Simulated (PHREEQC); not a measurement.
A PHREEQC input (ion-association model, wateq4f.dat):

```
SOLUTION 1
  temp 25
  units mg/kgw
  pH 7.55
  pe 12.2
  Na 356
  K 28.2
  Ca 145
  Mg 106
  Cl 935
  S(6) 52.6 as SO4
  Alkalinity 254 as HCO3
  Li 0.106
  F 1.09
  Si 2.65 as SiO2
  Cu(2) 0.278
  Cd 23.5
  Ba 2.75
END
USE solution 4
EQUILIBRIUM_PHASES 1
  Quartz 0 0.5
  CO2(g) -2.5 10
END
```

It stops with these messages:

```
ERROR: Solution 4 not found.
```

The fault: USE names a solution that was never defined. The line should read `USE solution 1` where the input has `USE solution 4`. With the mend the run ends at pH 7.83 and ionic strength 0.0395 mol/kgw.
